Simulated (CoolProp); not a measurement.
C3F8 (R218) along the isotherm 122.85 °C: density (kg/m³) from the reference equation and from simpler models built on Tc = 71.9 °C, pc = 26.40 bar, ω = 0.317; each cubic takes its own stable root.

Values from CoolProp's reference Helmholtz-energy equation of state, Lemmon 2006. It is a short technical equation, of lower accuracy than the large ones.

```
p (bar)          phase  reference
-------  -------------  ---------
0.125              gas     0.7145
0.189              gas      1.081
0.285              gas      1.631
0.43               gas      2.464
0.649              gas      3.724
0.979              gas      5.632
1.48               gas      8.548
2.23               gas      12.95
3.36               gas      19.69
5.07               gas      30.14
7.65               gas      46.48
11.5               gas      72.36
17.4               gas      116.2
26.3               gas      195.3
39.6     supercritical      356.5
```

Question: How far does each simpler model (ideal gas, van der Waals, Redlich-Kwong, Soave-Redlich-Kwong, Peng-Robinson) lie from the reference over these 15 states: mean and median of the absolute difference, and the worst?

Answer: 
- ideal gas: mean 6.7 %, median 1.7 %, worst -36.6 % at 122.85 °C and 39.6 bar
- van der Waals: mean 1.5 %, median 0.2 %, worst +15.7 % at 122.85 °C and 39.6 bar
- Redlich-Kwong: mean 1.1 %, median 0.3 %, worst +7.1 % at 122.85 °C and 39.6 bar
- Soave-Redlich-Kwong: mean 0.4 %, median 0.0 %, worst -4.1 % at 122.85 °C and 39.6 bar
- Peng-Robinson: mean 0.7 %, median 0.4 %, worst +2.3 % at 122.85 °C and 26.3 bar
